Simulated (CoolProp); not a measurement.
Saturation properties of fluoroethane (R161).

Model: reference Helmholtz-energy equation of state, Wu 2012, in CoolProp.

```
T (K)  p (MPa)  enthalpy of vaporisation (kJ/kg)  surface tension (mN/m)
-----  -------  --------------------------------  ----------------------
276.3   0.4840                             374.5                    12.3
281.2   0.5649                             367.3                    11.6
286.1   0.6556                             359.8                    10.9
291     0.7567                             352.0                    10.2
295.9   0.8690                             343.8                    9.59
300.8   0.9932                             335.3                    8.93
305.7    1.130                             326.3                    8.28
310.6    1.280                             316.9                    7.64
315.5    1.445                             307.1                    7.00
320.4    1.624                             296.7                    6.36
325.3    1.820                             285.7                    5.74
330.2    2.032                             274.1                    5.11
335.1    2.262                             261.7                    4.50
340      2.511                             248.4                    3.90
```

It boils at 235.6 K under 1 atm.

Surface tension comes from a separate correlation (Mulero 2012).
